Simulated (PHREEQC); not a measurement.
Make-up at 25 °C: 54 mmol/kgw H2SO4 and 0.56 mmol/kgw MnSO4. Closed to the air; pH follows from the charge balance.

Model: ion-association model, phreeqc.dat, run in PHREEQC.

No solid was allowed to form.

### Question
Predict the pH.

### Answer
pH 1.25.

### Question
In which forms is Mn present?

### Answer
Mn+2 70 %, MnSO4 30 % of the Mn.
